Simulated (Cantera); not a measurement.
**Boron, boron nitride and boron oxide: BF₃ + H₂O + H₂**

Charge: 1 mol BF₃, 0.16 mol H₂O, 0.18 mol H₂, at 4.00 mbar.

Method: chemical equilibrium by Gibbs-energy minimisation in Cantera with the NASA 1993 tables (ideal gas, pure condensed phases). Candidate condensed phases: B, B₂O₃, B₃O₃H₃, H₂O; 43 gas species. The tables' values for BF₂ are old estimates; treat these amounts as uncertain. The numbers say what is thermodynamically allowed, not how fast it happens.

| T (K) | x BF₃ | x HF | x H₂ | x BOF | x H₂O | x B₃O₃F₃ | x HBO₂ | x BHF₂ |
|---|---|---|---|---|---|---|---|---|
| 923 | 0.645 | 0.162 | 0.131 | 0.000192 | 0.0352 | 0.0269 | 9.01e-6 | 8.29e-7 |
| 973 | 0.638 | 0.173 | 0.130 | 0.000671 | 0.0296 | 0.0285 | 2.64e-5 | 1.76e-6 |
| 1023 | 0.632 | 0.182 | 0.130 | 0.00206 | 0.0247 | 0.0296 | 6.83e-5 | 3.50e-6 |
| 1073 | 0.625 | 0.189 | 0.130 | 0.00565 | 0.0205 | 0.0296 | 0.000157 | 6.52e-6 |
| 1123 | 0.618 | 0.195 | 0.129 | 0.0138 | 0.0167 | 0.0277 | 0.000318 | 1.15e-5 |
| 1173 | 0.607 | 0.199 | 0.127 | 0.0299 | 0.0132 | 0.0229 | 0.000554 | 1.92e-5 |
| 1223 | 0.593 | 0.202 | 0.125 | 0.0555 | 0.00965 | 0.0147 | 0.000771 | 3.04e-5 |
| 1273 | 0.577 | 0.204 | 0.122 | 0.0831 | 0.00616 | 0.00597 | 0.000753 | 4.60e-5 |
x: gas mole fraction; nothing condenses.

From 923 K to 1273 K nothing is condensed. The main B-bearing gas is BF₃ throughout.
